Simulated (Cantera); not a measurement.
# Diamond growth

A diamond (100) surface in a fixed gas of H2 with x(CH4) = 0.0026, x(H) = 0.0027, x(CH3) = 1.6e-05, 12.8 Torr; coverages are run to steady state.

Detailed kinetics in Cantera: the Harris–Goodwin 1993 mechanism for the reconstructed diamond (100) surface.

| T (K) | growth (µm/h) | θ c6HH | θ c6H* | θ c6*H | θ c6** | θ c6HM |
|---|---|---|---|---|---|---|
| 950 | 0.106 | 0.641 | 0.0141 | 0.334 | 0.00657 | 0.00375 |
| 1000 | 0.119 | 0.596 | 0.0182 | 0.373 | 0.00949 | 0.00265 |
| 1050 | 0.107 | 0.554 | 0.0228 | 0.408 | 0.0131 | 0.00155 |
| 1100 | 0.0754 | 0.515 | 0.0277 | 0.439 | 0.0174 | 0.000706 |
| 1150 | 0.0484 | 0.479 | 0.0328 | 0.465 | 0.0223 | 0.000268 |
| 1200 | 0.0356 | 0.447 | 0.0380 | 0.487 | 0.0276 | 9.49e-5 |
| 1250 | 0.0326 | 0.419 | 0.0433 | 0.504 | 0.0331 | 3.36e-5 |
| 1300 | 0.0329 | 0.395 | 0.0484 | 0.517 | 0.0388 | 1.20e-5 |
| 1350 | 0.0300 | 0.375 | 0.0535 | 0.527 | 0.0443 | 4.31e-6 |
| 1400 | 0.0216 | 0.358 | 0.0584 | 0.534 | 0.0496 | 1.56e-6 |
θ: site fractions in the mechanism's names (c6HH fully hydrogenated, c6H* and c6*H radical sites, c6** diradical, c6HM methylated).
